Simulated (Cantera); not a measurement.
**Thermodynamics of carbon deposition, reforming and gasification, feed acetone + H2O + H2 + O2**

Feed: 1 mol acetone, 0.4 mol H2O, 2.9 mol H2, 0.052 mol O2, equilibrated at 0.00810 bar.

Method: chemical equilibrium by Gibbs-energy minimisation in Cantera with the NASA 1993 tables (ideal gas, pure condensed phases). Candidate condensed phases: C, C6H6, C7H8, C8H18, H2O; 110 gas species. The feed counts by its element totals alone. Kinetics and transport are ignored.

```
T (K)   x H2    x CO     x H2O     x CO2     x CH4       x H  n C(graphite)
-----  -----  ------  --------  --------  --------  --------  -------------
723    0.795  0.0583    0.0767    0.0431    0.0273    <1e-12           2.12
773    0.809   0.117    0.0364    0.0270    0.0112  9.07e-12           1.88
823    0.807   0.164    0.0142    0.0104   0.00492  7.32e-11           1.64
873    0.806   0.183   0.00510   0.00309   0.00236  4.67e-10           1.54
923    0.806   0.190   0.00191  0.000920   0.00122   2.44e-9           1.51
973    0.807   0.192  0.000779  0.000299  0.000677   1.08e-8           1.50
1023   0.807   0.192  0.000344  0.000107  0.000396   4.13e-8           1.50
```
x: gas mole fraction; n: condensed amount in mol.

From 723 K to 1023 K the condensed part is C(graphite). The main C-bearing gas is CO throughout. The share of C in condensed phases is highest at 723 K (70.8 %) and lowest at 1023 K (49.9 %).
